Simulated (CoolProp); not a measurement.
The numbers come from the reference Helmholtz-energy equation of state, Smukala 2000 in CoolProp.

Q: For ethylene, give the phase and the density (kg/m³), cp (kJ/(kg K)), speed of sound (m/s), expansivity (1/kK) at 151.6 K and 53.4 bar; 383.7 K and 53.4 bar.

A: 
- 151.6 K and 53.4 bar: liquid; density 597, cp 2.38, speed of sound 1470, expansivity 2.20
- 383.7 K and 53.4 bar: supercritical; density 54.2, cp 2.17, speed of sound 342, expansivity 4.22
